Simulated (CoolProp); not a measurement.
Vapour-liquid equilibrium of 1-butene (1) + n-butane (2) at 350.4 K; x and y are mole fractions of (1).

Model: multi-fluid Helmholtz-energy mixture model, Lemmon 2005 and Bücker 2006; pair parameters Bell 2016, in CoolProp.

```
x     bubble pressure, mixture model (bar)  bubble pressure, Raoult's law (bar)  y, mixture model  y, Raoult's law
----  ------------------------------------  -----------------------------------  ----------------  ---------------
0.05                                 9.616                                9.612             0.057            0.059
0.15                                 9.803                                9.786             0.169            0.173
0.25                                   ___                                9.960             0.277            0.283
0.35                                   ___                                10.13             0.382            0.389
0.45                                 10.37                                10.31               ___            0.492
0.55                                 10.56                                10.48               ___            0.591
0.65                                 10.73                                10.66             0.678            0.687
0.75                                   ___                                10.83             0.771            0.780
0.85                                 11.06                                11.00               ___            0.870
0.95                                 11.20                                11.18             0.954            0.957
```

Task: Fill in the missing entries.

Result: 
- 0.25, bubble pressure, mixture model (bar): 9.994
- 0.35, bubble pressure, mixture model (bar): 10.18
- 0.45, y, mixture model: 0.484
- 0.55, y, mixture model: 0.582
- 0.75, bubble pressure, mixture model (bar): 10.90
- 0.85, y, mixture model: 0.863

The largest gap from Raoult's law is +0.7 % in bubble pressure, at x = 0.65. No azeotrope shows between x = 0.05 and 0.95.

Pair parameters are fitted to limited data, so mixtures are less certain than the pure fluids.
